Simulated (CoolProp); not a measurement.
Vapour-liquid equilibrium of CHF3 (R23) (1) + sulfur hexafluoride (2) at -15.45 °C; x and y are mole fractions of (1).

Values from CoolProp's multi-fluid Helmholtz-energy mixture model, Penoncello 2003 and Guder 2009; pair parameters Bell 2016.

```csv
x,"bubble pressure, mixture model (MPa)","bubble pressure, Raoult's law (MPa)","y, mixture model","y, Raoult's law"
0.05,0.9454,0.8366,0.168,0.096
0.15,1.165,0.9175,0.353,0.262
0.25,1.315,0.9983,0.456,0.402
0.35,1.423,1.079,0.529,0.520
0.45,1.503,1.160,0.589,0.622
0.55,1.565,1.241,0.646,0.711
0.65,1.611,1.322,0.705,0.789
0.75,1.639,1.403,0.770,0.858
0.85,1.647,1.483,0.847,0.919
0.95,1.627,1.564,0.942,0.975
```

The largest gap from Raoult's law is +31.9 % in bubble pressure, at x = 0.35. y crosses x between x = 0.75 and 0.85: the model has an azeotrope there.

Pair parameters are fitted to limited data, so mixtures are less certain than the pure fluids.
